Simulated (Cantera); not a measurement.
Charge: 1 mol Al, 14 mol H2O, 100 mol H2, held at 133 Pa.

These are equilibrium values from Cantera (NASA tables, ideal gas, pure condensed phases), not measurements of a reactor. Candidate condensed phases: Al, Al2O3, H2O; 19 gas species. Rates play no part. All values below are at 1998 K.

Base state: H2 0.852, H2O 0.107, H 0.0406, OH 0.000506, O 1.76e-5 (mole fractions); condensed: Al2O3(s).

Q: What changes in the equilibrium state with this change: Al replaced by AlCl3?

A: 
| species | before | after |
|---|---|---|
| H2 | 0.852 | 0.829 |
| H2O | 0.107 | 0.105 |
| H | 0.0406 | 0.0400 |
| HCl | 0 | 0.0245 |
| AlCl | 0 | 2.05e-5 |
| Cl | 0 | 0.000882 |
| O | 1.76e-5 | 1.79e-5 |
| OH | 0.000506 | 0.000507 |
| Al2O3(s), mol | 0.500 | 0.498 |
Further candidate phases: AlCl3.
